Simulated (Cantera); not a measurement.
Feed: 1 mol SiCl4, 0.063 mol HCl, 20 mol H2, held at 48.8 Torr.

Method: chemical equilibrium by Gibbs-energy minimisation in Cantera with the NASA 1993 tables (ideal gas, pure condensed phases). Candidate condensed phases: Si; 19 gas species. The tables' values for SiCl3 are old estimates; treat these amounts as uncertain. Equilibrium is a limit: real reactors are often held back by kinetics, nucleation or transport. All values below are at 827 °C.

Base state: H2 0.920, HCl 0.0360, SiCl4 0.0276, SiHCl3 0.0104, SiCl2 0.00286, SiCl3 0.00238, SiH2Cl2 0.000472 (mole fractions); condensed: Si(s).

Q: What changes in the equilibrium state with this change: SiCl4 replaced by Si3H8?

A: 
| species | before | after |
|---|---|---|
| H2 | 0.920 | 0.997 |
| HCl | 0.0360 | 0.00257 |
| SiCl2 | 0.00286 | 1.35e-5 |
| SiCl4 | 0.0276 | 6.14e-7 |
| SiHCl3 | 0.0104 | 3.52e-6 |
| SiCl3 | 0.00238 | 7.72e-7 |
| SiH2Cl2 | 0.000472 | 2.41e-6 |
| Si(s), mol | 0.0716 | 3.00 |
The feed counts by its element totals alone.

Q: What changes in the equilibrium state with this change: HCl from 0.063 to 0.81 mol?

A: 
```csv
species,before,after
H2,0.920,0.903
HCl,0.0360,0.0515
SiCl4,0.0276,0.0332
SiHCl3,0.0104,0.00860
SiH2Cl2,0.000472,0.000267
SiCl2,0.00286,0.00165
SiCl3,0.00238,0.00198
"Si(s), mol",0.0716,0
```

Q: What changes in the equilibrium state with this change: pressure from 48.8 Torr to 750 Torr?

A: 
```
species      before     after
----------  -------  --------
H2            0.920     0.929
SiCl4        0.0276    0.0284
HCl          0.0360    0.0236
SiHCl3       0.0104    0.0165
SiCl2       0.00286  0.000446
SiH3Cl      5.66e-6   2.10e-5
SiCl3       0.00238  0.000954
Si(s), mol   0.0716         0
```
